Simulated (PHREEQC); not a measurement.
A made-up water analysis in mg/L, 25 °C, pH 2.66, pe 10.3:

| constituent | mg/L |
|---|---|
| Na | 29.9 |
| K | 370 |
| Ca | 470 |
| Mg | 17.4 |
| Cl | 83.6 |
| S(6) as SO4 | 1790 |
| Mn(2) | 0.745 |
| Li | 2.76 |

Na is adjusted to close the charge balance.
Valence states are taken as typed.

Model: ion-association model, phreeqc.dat, run in PHREEQC.

- ionic strength: 0.0505 mol/kgw
- specific conductance: 3920 µS/cm
- density: 1.000 g/cm³
- total alkalinity: -4.14 meq/kg

```json
[
 {"species": "SO4-2", "molality": "0.0126", "activity": "0.00581", "log γ": "-0.337"},
 {"species": "K+", "molality": "0.00912", "activity": "0.00741", "log γ": "-0.090"},
 {"species": "Ca+2", "molality": "0.00789", "activity": "0.00372", "log γ": "-0.326"},
 {"species": "CaSO4", "molality": "0.00380", "activity": "0.00385", "log γ": "0.005"},
 {"species": "H+", "molality": "0.00256", "activity": "0.00219", "log γ": "-0.069"},
 {"species": "Cl-", "molality": "0.00236", "activity": "0.00192", "log γ": "-0.090"},
 {"species": "HSO4-", "molality": "0.00151", "activity": "0.00124", "log γ": "-0.086"},
 {"species": "Na+", "molality": "0.000708", "activity": "0.000584", "log γ": "-0.084"},
 {"species": "Mg+2", "molality": "0.000435", "activity": "0.000210", "log γ": "-0.316"}
]
```

This is a speciation only: nothing precipitates in the calculation. Complexes and solids missing from the database can't appear.
